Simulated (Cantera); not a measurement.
Standard-state values (1 bar) from the NASA 1993 polynomials, evaluated with Cantera. Values are per mole of reaction as written; species without (g) are pure solids or liquids, kept so even where they would boil at 1 bar. ZrN: taken at fixed stoichiometry.

Task: Between 998 and 1598 K, where is each reaction favourable under standard conditions?
- 2 ZrO2 + N2(g) + 4 H(g) = 2 ZrN + 2 H2O2(g)

Result: 
- 2 ZrO2 + N2(g) + 4 H(g) = 2 ZrN + 2 H2O2(g): ΔG° is 551 kJ at 998 K and 716 kJ at 1598 K; it stays positive (K < 1). ΔH° is 257 kJ and ΔS° -287 J/K at 1598 K.
